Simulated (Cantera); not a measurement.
Mixture: CO : H₂ : O₂ : N₂ : H₂O = 1 : 0.032 : 0.516 : 1.94 : 0.24 (molar parts), equivalence ratio 1.0, at 1.00 atm, adiabatic and at constant volume. Ignition delay is the time to a rise of 400 K.

Model: GRI-Mech 3.0 (53 species, 325 reactions), integrated in Cantera. Where the delays flatten at high temperature, the 400 K rule measures the pace of heat release, not the induction time.

Task: What does this change do: 0.27 parts CO2 added?

Result: 
```tsv
quantity	before	after
delay at 1223 K	0.161 ms	0.179 ms
delay at 1298 K	0.114 ms	0.127 ms
delay at 1373 K	88.5 µs	99.5 µs
delay at 1448 K	72.6 µs	82.8 µs
delay at 1523 K	62.4 µs	72.5 µs
delay at 1598 K	55.8 µs	66.4 µs
```
